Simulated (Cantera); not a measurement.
Standard-state values (1 bar) from the NASA 1993 polynomials, evaluated with Cantera. Values are per mole of reaction as written; species without (g) are pure solids or liquids, kept so even where they would boil at 1 bar.

Q: Between 400 and 925 K, where is each reaction favourable under standard conditions?
- 2 Fe + 3 N₂O(g) → 6 N(g) + Fe₂O₃

A: 
- 2 Fe + 3 N₂O(g) → 6 N(g) + Fe₂O₃: ΔG° is 1648 kJ at 400 K and 1470 kJ at 925 K; it stays positive (K < 1). ΔH° is 1801 kJ and ΔS° 358 J/K at 925 K.
